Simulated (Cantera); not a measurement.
A closed system holds: 1 mol Fe₂O₃, 0.71 mol CO, 0.53 mol H₂, at 1625 K and 0.00140 bar.

Method: chemical equilibrium by Gibbs-energy minimisation in Cantera with the NASA 1993 tables (ideal gas, pure condensed phases). Candidate condensed phases: C, C₆H₆, C₇H₈, C₈H₁₈, Fe, Fe(CO)₅, FeO, Fe(OH)₂, Fe(OH)₃, Fe₂O₃, Fe₃O₄, H₂O; 114 gas species. The tables' stoichiometric FeO is somewhat more stable than real wüstite, so its field is too wide. FeO: taken at fixed stoichiometry. Kinetics and transport are ignored.

Base state: CO₂ 0.423, H₂O 0.383, CO 0.150, H₂ 0.0436, H 0.000394, OH 0.000146, Fe 6.59e-5, Fe(OH)₂ 1.79e-5 (mole fractions); condensed: FeO(s).

Q: What changes in the equilibrium state with this change: temperature from 1625 K to 2450 K?

A: 
| species | before | after |
|---|---|---|
| Fe | 6.59e-5 | 0.360 |
| O₂ | 4.33e-6 | 0.157 |
| O | 1.08e-6 | 0.119 |
| CO₂ | 0.423 | 0.0508 |
| H₂O | 0.383 | 0.0445 |
| FeO | 3.79e-6 | 0.0549 |
| OH | 0.000146 | 0.0395 |
| H | 0.000394 | 0.0634 |
| H₂ | 0.0436 | 0.0140 |
| CO | 0.150 | 0.0965 |
| Fe(OH)₂ | 1.79e-5 | 1.36e-5 |
| FeO(s), mol | 2.00 | 0 |
